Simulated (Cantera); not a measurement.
## Thermodynamics of titanium nitride, carbide and oxide coatings, feed Ti(OiPr)₄ + O₂

Feed: 1 mol Ti(OiPr)₄, a varied amount of O₂, at 750 Torr.

Method: chemical equilibrium by Gibbs-energy minimisation in Cantera with the NASA 1993 tables (ideal gas, pure condensed phases). Candidate condensed phases: C, C₆H₆, C₇H₈, C₈H₁₈, H₂O, Ti, TiC, TiO, TiO₂, Ti₂O₃, Ti₃O₅, Ti₄O₇; 113 gas species. The feed counts by its element totals alone. Mutual solubility and eutectic melting of coexisting phases are not modelled. TiC: taken at fixed stoichiometry. Condensed phases not in the tables: Magnéli phases beyond Ti₄O₇. Equilibrium is a limit: real reactors are often held back by kinetics, nucleation or transport.

Stable condensed phases:

```
T in °C \ n(O₂) in mol
         0.16 0.24 0.38 0.58 0.91  1.4  2.2  3.4
   1677     A    A    A    A    A    A    A    A
   1627     A    A    A    A    A    A    A    A
   1577     A    A    A    A    A    A    A    A
   1527     A    A    A    A    A    A    A    A
   1477     A    A    A    A    A    A    A    A
   1427     A    A    A    A    A    A    A    A
   1377     A    A    A    A    A    A    A    A
   1327     A    A    A    A    A    A    A    A
   1277     A    A    A    A    A    A    A    A
   1227     A    A    A    B    B    C    C    C
   1177     C    C    C    C    C    C    C    C
   1127     C    C    C    C    C    C    C    C
   1077     C    C    D    E    E    E    E    E
```

A: C + TiC; B: C + TiC + Ti₃O₅; C: C + Ti₃O₅; D: C + Ti₃O₅ + Ti₄O₇; E: C + Ti₄O₇.
